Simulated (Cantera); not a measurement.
Charge: 1 mol borazine, 23 mol H2, 0.37 mol N2, 7.4 mol O2, held at 1152 °C and 32.0 mbar.

These are equilibrium values from Cantera (NASA tables, ideal gas, pure condensed phases), not measurements of a reactor. Candidate condensed phases: B, BN, B2O3, B3O3H3, H2O; 39 gas species. The feed counts by its element totals alone. Gases not in the tables: H3BO3. Kinetics and transport are ignored.

Base state: H2 0.552, H2O 0.342, N2 0.0658, HBO2 0.0393, (HBO2)3 0.000203, B2O3 0.000134, H 2.83e-5, HBO 2.12e-5 (mole fractions); condensed: B2O3(l).

Task: What changes in the equilibrium state with this change: borazine replaced by B2O3?

Result: 
```
species         before     after
------------  --------  --------
H2O              0.342     0.590
H2               0.552     0.342
HBO2            0.0393    0.0516
N2              0.0658    0.0154
(HBO2)3       0.000203  0.000459
HBO            2.12e-5   1.00e-5
H              2.83e-5   2.23e-5
B2O3          0.000134  0.000134
B2O3(l), mol     0.928     0.361
```

Task: What changes in the equilibrium state with this change: temperature from 1152 °C to 1252 °C?

Result: 
```
species         before     after
------------  --------  --------
H2               0.552     0.536
H2O              0.342     0.305
HBO2            0.0393    0.0931
N2              0.0658    0.0639
B2O3          0.000134   0.00112
HBO            2.12e-5  0.000104
H              2.83e-5   9.68e-5
(HBO2)3       0.000203  0.000131
B2O3(l), mol     0.928    0.0976
```
